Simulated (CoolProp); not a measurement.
c-C4F8 (RC318) at 293.15 K and 3.02 MPa is throttled through a valve to 0.273 MPa with no heat exchange. Each further row changes one setting.

The numbers come from the reference Helmholtz-energy equation of state, Platzer 1990 in CoolProp. This equation is an older, rougher fit; its heat capacities, sound speeds and derivatives of the liquid may be far off and weren't checked against measurements.

```
case                        temperature change (K)  final phase  final density (kg/m³)
--------------------------  ----------------------  -----------  ---------------------
as stated                                     +0.4       liquid                   1520
outlet pressure 0.0819 MPa                     ___          ___                    ___
outlet pressure 0.355 MPa                     +0.4       liquid                   1520
```

Some entries are withheld; supply them.


- outlet pressure 0.0819 MPa, temperature change (K): -31.0
- outlet pressure 0.0819 MPa, final phase: two-phase, vapour fraction 0.283
- outlet pressure 0.0819 MPa, final density (kg/m³): 27.3
